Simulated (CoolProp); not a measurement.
Hexamethyldisiloxane (MM) along the isotherm 287.2 K: density (kg/m³) from the reference equation and from simpler models built on Tc = 518.7 K, pc = 1931 kPa, ω = 0.418; each cubic takes its own stable root.

The numbers come from the reference Helmholtz-energy equation of state, Thol 2016 in CoolProp.

```tsv
p (kPa)	phase	reference
290	liquid	771.4
579	liquid	771.8
869	liquid	772.3
1160	liquid	772.7
1450	liquid	773.1
1740	liquid	773.5
2030	liquid	773.9
2320	liquid	774.3
2610	liquid	774.8
2900	liquid	775.2
```

### Question
How far does each simpler model (van der Waals, Redlich-Kwong, Peng-Robinson) lie from the reference over these 10 states: mean and median of the absolute difference, and the worst?

### Answer
- van der Waals: mean 39.4 %, median 39.4 %, worst -40.0 % at 287.2 K and 290 kPa
- Redlich-Kwong: mean 11.0 %, median 11.0 %, worst -11.3 % at 287.2 K and 290 kPa
- Peng-Robinson: mean 4.4 %, median 4.4 %, worst +4.4 % at 287.2 K and 2900 kPa
